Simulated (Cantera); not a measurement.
Input: 1 mol SiH2Cl2, 0.027 mol C3H8, 76 mol H2, held at 1.00 bar.

Cantera equilibrium calculation (NASA polynomials, part measured and part estimated; ideal gas, pure solids and liquids). Candidate condensed phases: C, C6H6, C7H8, C8H18, Si, SiC; 109 gas species. Mutual solubility and eutectic melting of coexisting phases are not modelled. Rates play no part.

### Question
What share of the Si ends up in condensed phases as a function of T (K), at 900, 950, 1000, 1050, 1100, 1150, 1200, 1250, 1300, 1350, 1400?

### Answer
```json
[
 {"T (K)": "900", "Si condensed (%)": "43.6", "as": "Si(s) + SiC(s)"},
 {"T (K)": "950", "Si condensed (%)": "46.3", "as": "Si(s) + SiC(s)"},
 {"T (K)": "1000", "Si condensed (%)": "49.9", "as": "Si(s) + SiC(s)"},
 {"T (K)": "1050", "Si condensed (%)": "54.5", "as": "Si(s) + SiC(s)"},
 {"T (K)": "1100", "Si condensed (%)": "60.0", "as": "Si(s) + SiC(s)"},
 {"T (K)": "1150", "Si condensed (%)": "66.0", "as": "Si(s) + SiC(s)"},
 {"T (K)": "1200", "Si condensed (%)": "72.0", "as": "Si(s) + SiC(s)"},
 {"T (K)": "1250", "Si condensed (%)": "77.2", "as": "Si(s) + SiC(s)"},
 {"T (K)": "1300", "Si condensed (%)": "81.1", "as": "Si(s) + SiC(s)"},
 {"T (K)": "1350", "Si condensed (%)": "83.6", "as": "Si(s) + SiC(s)"},
 {"T (K)": "1400", "Si condensed (%)": "85.0", "as": "Si(s) + SiC(s)"}
]
```
